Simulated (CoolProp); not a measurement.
Model: reference Helmholtz-energy equation of state, Gao 2016, in CoolProp.

Task: For sulfur dioxide, give the phase and the Joule-Thomson coefficient (K/MPa), expansivity (1/kK) at 446.4 K and 1380 kPa; 446.4 K and 8130 kPa; 446.4 K and 12700 kPa.

Result: 
- 446.4 K and 1380 kPa: gas; Joule-Thomson coefficient 11.3, expansivity 2.73
- 446.4 K and 8130 kPa: supercritical; Joule-Thomson coefficient 10.2, expansivity 16.1
- 446.4 K and 12700 kPa: supercritical; Joule-Thomson coefficient 2.26, expansivity 13.0
